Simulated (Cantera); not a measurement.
Feed: 1 mol MgO, 0.54 mol C, 0.079 mol H2.

Equilibrium computed with Cantera from the NASA thermochemical tables; the gas is ideal and each condensed phase is pure. Candidate condensed phases: C, C6H6, C7H8, C8H18, H2O, Mg, MgCO3, MgO, Mg(OH)2; 116 gas species. Rates play no part.

Stable condensed phases, one row left out:

```
T in °C \ P in Pa
               1     4.6      22     100     460    2200   10000   46000  220000 1000000
   1925        A       A       B       B       B       B       B       B       B       C
   1875        A       A       B       B       B       B       B       B       B       C
   1825        A       B       B       B       B       B       B       B       C       C
   1775        A       B       B       B       B       B       B       B       C       C
   1725        A       B       B       B       B       B       B       B       C       C
   1625        B       B       B       B       B       B       B       C       C       C
   1575        B       B       B       B       B       B       B       C       C       C
   1525        B       B       B       B       B       B       C       C       C       C
   1475        B       B       B       B       B       B       C       C       C       C
   1425        B       B       B       B       B       B       C       C       C       C
   1375        B       B       B       B       B       C       C       C       C       C
```

A: gas only; B: MgO; C: C + MgO.

### Question
Give the row for 1675 °C.

### Answer
1: MgO; 4.6: MgO; 22: MgO; 100: MgO; 460: MgO; 2200: MgO; 10000: MgO; 46000: MgO; 220000: C + MgO; 1000000: C + MgO.
